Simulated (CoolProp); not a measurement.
Vapour-liquid equilibrium of CHF3 (R23) (1) + sulfur hexafluoride (2) at 250.5 K; x and y are mole fractions of (1).

Model: multi-fluid Helmholtz-energy mixture model, Penoncello 2003 and Guder 2009; pair parameters Bell 2016, in CoolProp.

Give the bubble pressure and the first vapour's composition at x = 0.15, 0.25, 0.65. Is there an azeotrope?

x = 0.15: 945.8 kPa, y = 0.371; x = 0.25: 1068 kPa, y = 0.473; x = 0.65: 1297 kPa, y = 0.708. y crosses x between x = 0.75 and 0.85: the model has an azeotrope there.

Pair parameters are fitted to limited data, so mixtures are less certain than the pure fluids.
